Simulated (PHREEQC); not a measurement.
A solution holds 0.07 mol NH4Cl, 7.8e-05 mol NaCl and 0.046 mol MnCl2 per kg of water, at 25 °C. Closed to the air; pH follows from the charge balance.

Computed with PHREEQC (ion-association model, wateq4f.dat).

Precipitation was switched off in this run.

**Question.** Order these Mn species by the share of Mn that they hold, largest first: Mn+2, MnCl2, MnCl+.

**Answer.** Mn+2 (83 %), MnCl+ (17 %), MnCl2 (0.57 %)

**Question.** Order these Cl species by the share of Cl that they hold, largest first: Cl-, MnCl+, MnCl2.

**Answer.** Cl- (95 %), MnCl+ (4.7 %), MnCl2 (0.32 %)

The pH is 5.31 and the ionic strength 0.192 mol/kgw.
